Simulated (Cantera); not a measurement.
A Cantera script and what it prints.

```python
import numpy as np
import cantera as ct

gas_names = """
    H H2 H2S S SH S2 S8
""".split()
cond_names = """
    S(cr1) S(cr2) S(L)
""".split()


# ... load() reads the species with a 1 bar reference pressure and builds the phases ...
atoms = {
    'H2S': {'H': 2, 'S': 1},
    'H2': {'H': 2},
}
top_T = {}  # K; cautious upper limits of use, not melting points


# ... equilibrate(T, P, feed) seeds the gas with the atoms and calls Mixture.equilibrate('TP', solver="vcs", rtol=1e-11, max_steps=5000) ...
results = []
feed = {'H2S': 1, 'H2': 0.11}  # mol
P = 3900  # Pa
for T in [1575, 1625, 1675, 1725, 1775, 1825, 1875, 1925, 1975, 2025, 2075]:
    mix = equilibrate(T, P, feed)
    results.append((T, P, feed, dict(zip(mix.species_names, mix.species_moles))))

top = {s: max(r[3][s] / sum(r[3][g] for g in gas_names) for r in results) for s in gas_names}
cols = sorted((s for s in top if top[s] > 0.001), key=lambda s: -top[s])[:8]
seen = [c for c in cond_names if any(r[3].get(c, 0) > 1e-12 for r in results)]
print("log10 of partial pressures in bar; condensed amounts in mol")
print(f"{'T/K':>10s}" + "".join(f"{s[:9]:>10s}" for s in cols + seen))
for T, P, feed, n in results:
    ng = sum(n[g] for g in gas_names)
    print(f"{T:10.4g}" + "".join(f"{np.log10(max(n[s] / ng * P / 1e5, 1e-99)):10.3f}" for s in cols)
          + "".join(f"{n.get(c, 0):10.4g}" for c in seen))
```

Result:

```
log10 of partial pressures in bar; condensed amounts in mol
       T/K        H2        S2       H2S        SH         S         H
      1575    -1.641    -2.003    -2.232    -3.489    -5.032    -5.202
      1625    -1.630    -1.991    -2.308    -3.402    -4.804    -4.966
      1675    -1.621    -1.982    -2.382    -3.322    -4.591    -4.746
      1725    -1.615    -1.975    -2.454    -3.249    -4.391    -4.539
      1775    -1.610    -1.970    -2.524    -3.181    -4.203    -4.344
      1825    -1.607    -1.968    -2.592    -3.118    -4.026    -4.159
      1875    -1.604    -1.966    -2.658    -3.060    -3.860    -3.986
      1925    -1.603    -1.966    -2.723    -3.005    -3.702    -3.821
      1975    -1.602    -1.968    -2.785    -2.955    -3.553    -3.665
      2025    -1.603    -1.970    -2.846    -2.909    -3.412    -3.517
      2075    -1.605    -1.975    -2.906    -2.866    -3.279    -3.377
```

Cantera equilibrium calculation (NASA polynomials, part measured and part estimated; ideal gas, pure solids and liquids).
